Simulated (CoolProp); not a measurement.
Vapour-liquid equilibrium of sulfur dioxide (1) + toluene (2) at 315.7 K; x and y are mole fractions of (1).

The numbers come from the multi-fluid Helmholtz-energy mixture model, Gao 2016 and Lemmon 2006; pair parameters Bell 2016 in CoolProp.

Q: Give the bubble pressure and the first vapour's composition at x = 0.05, 0.45, 0.95. Is there an azeotrope?

A: x = 0.05: 0.03245 MPa, y = 0.738; x = 0.45: 0.3018 MPa, y = 0.983; x = 0.95: 0.6431 MPa, y = 0.999. No azeotrope shows between x = 0.05 and 0.95.

The pair parameters rest on a limited set of measurements; away from them the model extrapolates.
